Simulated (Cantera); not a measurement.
# Catalytic stagnation flow on Pt

A jet of CH₄ : O₂ : N₂ = 0.027 : 0.055 : 0.79 (molar parts) at 300 K and 0.0572 atm hits a platinum plate 9.8 cm away at a mass flux of 0.032 kg/m²/s; the plate temperature is set and raised in steps from an oxygen-covered start.

Cantera simulation using Deutschmann's 1995 Pt surface mechanism with GRI-Mech 3.0 gas chemistry; the numbers are that mechanism's predictions, not measurements. Catalytic surfaces can have several steady states; this one follows from the mechanism file's or the stated starting coverage.

| plate T (K) | wall x CH₄ | wall x O₂ | wall x H₂O | wall x OH | wall x CO | wall x CO₂ | θ free Pt | θ O* | θ OH* |
|---|---|---|---|---|---|---|---|---|---|
| 850 | 0.0171 | 0.0337 | 0.0260 | 1.06e-8 | 5.88e-6 | 0.0170 | 0.221 | 0.778 | 0.00134 |
| 900 | 0.0105 | 0.0197 | 0.0382 | 3.71e-8 | 5.56e-6 | 0.0251 | 0.328 | 0.670 | 0.00147 |
| 950 | 0.00636 | 0.0110 | 0.0457 | 1.02e-7 | 5.21e-6 | 0.0301 | 0.448 | 0.551 | 0.00139 |
| 1000 | 0.00414 | 0.00636 | 0.0497 | 2.44e-7 | 5.30e-6 | 0.0328 | 0.568 | 0.431 | 0.00120 |
| 1050 | 0.00288 | 0.00372 | 0.0520 | 5.07e-7 | 6.06e-6 | 0.0343 | 0.687 | 0.312 | 0.000971 |
x: mole fraction at the wall; θ: surface coverage.
